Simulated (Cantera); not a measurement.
Input (Python, Cantera) and output of one run.

```python
import numpy as np
import cantera as ct

gas_names = """
    CL CL2 H HCL H2 Si SiCL SiCL2 SiCL3 SiCL4 SiH SiHCL3 SiH2 SiH2CL2 SiH3 SiH3CL SiH4 Si2 Si3
""".split()
cond_names = """
    Si(cr) Si(L)
""".split()


# ... load() reads the species with a 1 bar reference pressure and builds the phases ...
atoms = {
    'Si2Cl6': {'Si': 2, 'CL': 6},
    'Cl2': {'CL': 2},
    'H2': {'H': 2},
}
top_T = {}  # K; cautious upper limits of use, not melting points


# ... equilibrate(T, P, feed) seeds the gas with the atoms and calls Mixture.equilibrate('TP', solver="vcs", rtol=1e-11, max_steps=5000) ...
results = []
feed = {'Si2Cl6': 1, 'Cl2': 0.2, 'H2': 21}  # mol
P = 1333.22  # Pa
for T in [900, 1000, 1100, 1200, 1300, 1400, 1500, 1600, 1700]:
    mix = equilibrate(T, P, feed)
    results.append((T, P, feed, dict(zip(mix.species_names, mix.species_moles))))

top = {s: max(r[3][s] / sum(r[3][g] for g in gas_names) for r in results) for s in gas_names}
cols = sorted((s for s in top if top[s] > 0.0001), key=lambda s: -top[s])[:5]
seen = [c for c in cond_names if any(r[3].get(c, 0) > 1e-12 for r in results)]
print("log10 of partial pressures in bar; condensed amounts in mol")
print(f"{'T/K':>10s}" + "".join(f"{s[:9]:>10s}" for s in cols + seen))
for T, P, feed, n in results:
    ng = sum(n[g] for g in gas_names)
    print(f"{T:10.4g}" + "".join(f"{np.log10(max(n[s] / ng * P / 1e5, 1e-99)):10.3f}" for s in cols)
          + "".join(f"{n.get(c, 0):10.4g}" for c in seen))
```

It prints:

```
log10 of partial pressures in bar; condensed amounts in mol
       T/K        H2       HCL     SiCL2     SiCL4    SiHCL3    Si(cr)     Si(L)
       900    -1.913    -3.813    -5.579    -3.115    -3.762    0.3837         0
      1000    -1.919    -3.416    -4.683    -3.157    -3.812    0.4665         0
      1100    -1.931    -3.115    -3.990    -3.265    -3.912    0.5598         0
      1200    -1.947    -2.909    -3.497    -3.515    -4.119    0.5806         0
      1300    -1.962    -2.804    -3.220    -4.002    -4.501    0.5034         0
      1400    -1.968    -2.774    -3.110    -4.668    -5.012    0.4256         0
      1500    -1.969    -2.772    -3.068    -5.349    -5.530    0.3741         0
      1600    -1.969    -2.777    -3.048    -5.972    -6.004    0.3351         0
      1700    -1.969    -2.781    -3.039    -6.526    -6.428         0    0.3123
```

Cantera equilibrium calculation (NASA polynomials, part measured and part estimated; ideal gas, pure solids and liquids). The feed counts by its element totals alone. The tables' values for SiCl3, SiCl are old estimates; treat these amounts as uncertain. Gases not in the tables: Si2H6 and higher silanes.
